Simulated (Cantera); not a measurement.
Feed: 1 mol SiF₄, 0.23 mol N₂, held at 1200 K and 5.20 mbar.

Equilibrium computed with Cantera from the NASA thermochemical tables; the gas is ideal and each condensed phase is pure. Candidate condensed phases: Si, Si₃N₄; 16 gas species. Rates play no part.

Base state: SiF₄ 0.813, N₂ 0.187 (mole fractions); condensed: gas only.

What changes in the equilibrium state with this change: 0.0013 mol H₂O added?


| species | before | after |
|---|---|---|
| SiF₄ | 0.813 | 0.811 |
| N₂ | 0.187 | 0.187 |
| HF | 0 | 0.00211 |
| SiO₂(β-quartz), mol | 0 | 0.000650 |
The tables hold silica as quartz up to 1696 K and as liquid above; real silica turns to tridymite and cristobalite and melts near 1996 K. Further candidate phases: H₂O, SiO₂, Si₂N₂O.
